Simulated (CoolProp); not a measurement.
Properties of m-xylene at several states (Tc = 343.7 °C, pc = 3.535 MPa, ω = 0.326).

Model: reference Helmholtz-energy equation of state, Zhou 2012, in CoolProp.

| T (°C) | p (MPa) | phase | cp (kJ/(kg K)) | viscosity (µPa s) | conductivity (mW/(m K)) | fugacity coefficient |
|---|---|---|---|---|---|---|
| 198.75 | 0.0192 | gas | 1.822 | 10.1 | 25.4 | 0.9952 |
| 215.05 | 0.0258 | gas | 1.873 | 10.5 | 27.2 | 0.9942 |
| 250.95 | 0.0379 | gas | 1.978 | 11.3 | 31.3 | 0.9933 |
| 27.75 | 1.79 | liquid | 1.718 | 572 | 130 | 0.0007968 |
| 294.35 | 0.116 | gas | 2.103 | 12.2 | 36.5 | 0.9843 |

Viscosity comes from a separate model (Cao 2016). Thermal conductivity comes from a separate model (Mylona 2014).
